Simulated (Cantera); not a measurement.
## Hydrocarbon pyrolysis for carbon deposition

An isothermal, constant-pressure homogeneous reactor starts with 25.6 % CH₄, 74.4 % H₂, at 1500 K and 0.0300 bar.

Detailed kinetics in Cantera: GRI-Mech 3.0 (53 species, 325 reactions). GRI-Mech 3.0 stops at C3 and has no aromatics, soot or wall deposition, so with more carbon than oxygen in the feed, carbon stays in small species such as C2H2 where larger ones or solid carbon would form. Radical loss at walls, strong at low pressure, is not modelled.

```
t (s)     x CH₄   x H₂     x CH₃    x C₂H₄     x CH₂    x C₂H₂
--------  -----  -----  --------  --------  --------  --------
2.00e-6   0.256  0.744   1.18e-8    <1e-12    <1e-12    <1e-12
1.03e-5   0.256  0.744   7.60e-8    <1e-12    <1e-12    <1e-12
5.32e-5   0.256  0.744   4.67e-7    <1e-12    <1e-12    <1e-12
0.000274  0.256  0.744   2.51e-6  3.92e-11    <1e-12    <1e-12
0.00141   0.256  0.744   1.30e-5   6.38e-9  2.62e-11  5.62e-12
0.00729   0.256  0.744   6.54e-5   8.95e-7  6.68e-10   6.22e-9
0.0376    0.256  0.744  0.000246   9.51e-5   9.03e-9   8.51e-6
0.194     0.251  0.746  0.000314  0.000898   1.47e-8   0.00109
1.00      0.228  0.761  0.000291  0.000965   1.39e-8    0.0104
```
x: mole fraction; the columns are a selection and need not sum to one.

Equilibrium at this temperature and pressure: CH₄ 0.00674, H₂ 0.894, CH₃ 1.48e-5, C₂H₄ 0.000746, CH₂ 1.32e-9, C₂H₂ 0.0987 (gas phase only).
